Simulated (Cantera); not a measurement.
Feed: 1 mol CuO, 30 mol HF, 96 mol N2, held at 81.0 mbar.

These are equilibrium values from Cantera (NASA tables, ideal gas, pure condensed phases), not measurements of a reactor. Candidate condensed phases: Cu, CuF2, CuO, Cu(OH)2, Cu2O, H2O; 45 gas species. Equilibrium is a limit: real reactors are often held back by kinetics, nucleation or transport. All values below are at 702 °C.

Base state: N2 0.761, HF 0.238, O2 0.000699, H2O 5.25e-5, CuF2 4.71e-5, CuF 1.06e-5 (mole fractions); condensed: CuO(s) + Cu2O(s).

Problem. What changes in the equilibrium state with this change: pressure from 81.0 mbar to 40.0 Pa?

Solution. 
| species | before | after |
|---|---|---|
| N2 | 0.761 | 0.760 |
| HF | 0.238 | 0.237 |
| O2 | 0.000699 | 0.00198 |
| CuF | 1.06e-5 | 0.000126 |
| CuF2 | 4.71e-5 | 1.14e-5 |
| H2O | 5.25e-5 | 7.46e-5 |
| CuO(s), mol | 0.641 | 0 |
| Cu2O(s), mol | 0.176 | 0.491 |
